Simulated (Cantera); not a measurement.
What does this Cantera script print?

```python
import numpy as np
import cantera as ct

gas_names = """
    N N2 V VN
""".split()
cond_names = """
    V(cr) V(L) VN(s)
""".split()


# ... load() reads the species with a 1 bar reference pressure and builds the phases ...
atoms = {
    'V': {'V': 1},
    'N2': {'N': 2},
}
top_T = {'VN(s)': 2300}  # K; cautious upper limits of use, not melting points


# ... equilibrate(T, P, feed) seeds the gas with the atoms and calls Mixture.equilibrate('TP', solver="vcs", rtol=1e-11, max_steps=5000) ...
results = []
feed = {'V': 1, 'N2': 1.7}  # mol
T = 1273  # K
P = 1333.22  # Pa
mix = equilibrate(T, P, feed)
results.append((T, P, feed, dict(zip(mix.species_names, mix.species_moles))))
print(gas.report(threshold=0.0001))
for i in range(1, mix.n_phases):
    print(f"{mix.phase(i).name:16s} {mix.phase_moles(i):12.5e} mol")
```

Result:

```
       temperature   1273 K
          pressure   1333.2 Pa
           density   0.0035287 kg/m^3
  mean mol. weight   28.014 kg/kmol
   phase of matter   gas

                          1 kg             1 kmol
                     ---------------   ---------------
          enthalpy        1.0911e+06        3.0567e+07  J
   internal energy        7.1329e+05        1.9982e+07  J
           entropy            9713.5        2.7212e+05  J/K
    Gibbs function       -1.1274e+07       -3.1584e+08  J
 heat capacity c_p            1211.7             33944  J/K
 heat capacity c_v            914.89             25630  J/K

                      mass frac. Y      mole frac. X     chem. pot. / RT
                     ---------------   ---------------   ---------------
                N2                 1                 1            -29.84
     [   +3 minor]        2.6379e-15        1.8607e-15

V(cr)             0.00000e+00 mol
VN(s)             1.00000e+00 mol
```

Equilibrium computed with Cantera from the NASA thermochemical tables; the gas is ideal and each condensed phase is pure. VN: taken at fixed stoichiometry. Condensed phases not in the tables: V2N.
